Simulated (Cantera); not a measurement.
A perfectly stirred reactor is fed with NO : N2 = 1 : 1.1 (molar parts), at 1.00 bar; it is held at 1775 K, and followed from long to short residence time.

Computed with Cantera and GRI-Mech 3.0 (53 species, 325 reactions).

### Question
What does this change do: 0.14 parts H2O added?

### Answer
```json
[
 {"quantity": "x(NO) at τ = 3.40 s", "before": "0.322", "after": "0.305"},
 {"quantity": "x(O) at τ = 3.40 s", "before": "2.75e-5", "after": "2.60e-5"},
 {"quantity": "x(O2) at τ = 3.40 s", "before": "0.0767", "after": "0.0700"},
 {"quantity": "x(N2) at τ = 3.40 s", "before": "0.601", "after": "0.561"},
 {"quantity": "x(N2O) at τ = 3.40 s", "before": "4.18e-5", "after": "2.83e-5"},
 {"quantity": "x(NO) at τ = 20.0 ms", "before": "0.474", "after": "0.445"},
 {"quantity": "x(O) at τ = 20.0 ms", "before": "7.37e-6", "after": "4.25e-6"},
 {"quantity": "x(O2) at τ = 20.0 ms", "before": "0.000717", "after": "0.000696"},
 {"quantity": "x(N2) at τ = 20.0 ms", "before": "0.525", "after": "0.492"},
 {"quantity": "x(N2O) at τ = 20.0 ms", "before": "8.40e-5", "after": "5.61e-5"}
]
```
